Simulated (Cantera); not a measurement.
Input: 1 mol B, 2.9 mol O₂, 79 mol H₂, at 520 Pa.

These are equilibrium values from Cantera (NASA tables, ideal gas, pure condensed phases), not measurements of a reactor. Candidate condensed phases: B, B₂O₃, B₃O₃H₃, H₂O; 23 gas species. The numbers say what is thermodynamically allowed, not how fast it happens.

### Question
At 2148 K, list the 7 most abundant gas species with their mole fractions, and the condensed phases.

### Answer
H₂ 0.884, H 0.0544, H₂O 0.0489, HBO₂ 0.00907, HBO 0.00147, BO 0.00115, OH 0.000387. Condensed: gas only.
